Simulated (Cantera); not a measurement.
Source: NASA polynomial tables (part measured, part estimated), evaluated in Cantera. Values are per mole of reaction as written; species without (g) are pure solids or liquids, kept so even where they would boil at 1 bar.

### Question
Between 2023 and 2523 K, where is each reaction favourable under standard conditions?
- TiOCl2(g) → 2 Cl(g) + TiO(g)

### Answer
- TiOCl2(g) → 2 Cl(g) + TiO(g): ΔG° is 347 kJ at 2023 K and 224 kJ at 2523 K; it stays positive (K < 1). ΔH° is 843 kJ and ΔS° 245 J/K at 2523 K.
